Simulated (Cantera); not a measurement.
A diamond (100) surface in a fixed gas of H2 with x(CH4) = 0.0024, x(H) = 0.00053, at 975 K, 26.3 Torr; coverages are run to steady state.

Computed with Cantera and the Harris–Goodwin 1993 mechanism for the reconstructed diamond (100) surface.

θ: site fractions in the mechanism's names (c6HH fully hydrogenated, c6H* and c6*H radical sites, c6** diradical, c6HM methylated).

```
x(CH3)   growth (µm/h)  θ c6HH   θ c6H*  θ c6*H   θ c6**    θ c6HM
-------  -------------  ------  -------  ------  -------  --------
1e-06           0.0124   0.624   0.0160   0.351  0.00723  0.000860
2.5e-06         0.0311   0.623   0.0159   0.351  0.00721   0.00215
6.3e-06         0.0779   0.621   0.0159   0.349  0.00717   0.00538
1.6e-05          0.195   0.614   0.0157   0.345  0.00706    0.0135
3.9e-05          0.463   0.599   0.0153   0.336  0.00681    0.0320
9.8e-05           1.08   0.563   0.0144   0.316  0.00624    0.0749
0.00024              …       …        …       …        …         …
0.00061              …       …        …       …        …         …
0.0015            6.42   0.257  0.00625   0.138  0.00174     0.447
```

Task: Some entries are withheld; supply them.

Result: 
- 0.00024, growth (µm/h): 2.28
- 0.00024, θ c6HH: 0.495
- 0.00024, θ c6H*: 0.0125
- 0.00024, θ c6*H: 0.276
- 0.00024, θ c6**: 0.00516
- 0.00024, θ c6HM: 0.158
- 0.00061, growth (µm/h): 4.25
- 0.00061, θ c6HH: 0.382
- 0.00061, θ c6H*: 0.00956
- 0.00061, θ c6*H: 0.210
- 0.00061, θ c6**: 0.00344
- 0.00061, θ c6HM: 0.295
